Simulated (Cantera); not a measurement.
A freely propagating, adiabatic, planar premixed flame of H₂ : O₂ : N₂ = 1 : 0.562 : 1.8 (molar parts), equivalence ratio 0.89, unburnt at 625 K and 323 Torr; mixture-averaged transport, grid criteria slope 0.08 and curve 0.16, no radiation.

Detailed kinetics in Cantera: the H2/O2 subset of GRI-Mech 3.0, which has no nitrogen chemistry. Burning velocities carry a grid error of a few per cent, more on coarse grids.

Question: How do the results move with these cheaper or finer settings: unity-Lewis-number transport; multicomponent transport; multicomponent+Soret transport; grid criteria slope 0.5, curve 1; grid criteria slope 0.25, curve 0.5; grid criteria slope 0.03, curve 0.06?

Answer: 
| setting | laminar burning velocity | thermal thickness | peak x(H₂O₂) | peak x(HO₂) | grid points |
|---|---|---|---|---|---|
| as above | 795 cm/s | 1.36 mm | 4.26e-6 | 0.000150 | 129 |
| unity-Lewis-number transport | 530 cm/s | 0.996 mm | 2.90e-6 | 0.000129 | 126 |
| multicomponent transport | 781 cm/s | 1.35 mm | 4.30e-6 | 0.000150 | 129 |
| multicomponent+Soret transport | 747 cm/s | 1.34 mm | 4.44e-6 | 0.000151 | 129 |
| grid criteria slope 0.5, curve 1 | 1010 cm/s | 1.89 mm | 3.27e-6 | 0.000145 | 45 |
| grid criteria slope 0.25, curve 0.5 | 832 cm/s | 1.49 mm | 4.05e-6 | 0.000148 | 70 |
| grid criteria slope 0.03, curve 0.06 | 773 cm/s | 1.31 mm | 4.44e-6 | 0.000151 | 289 |
Unity Lewis numbers drop preferential diffusion, which matters most where H2 and H carry the flame; Soret adds thermal diffusion.
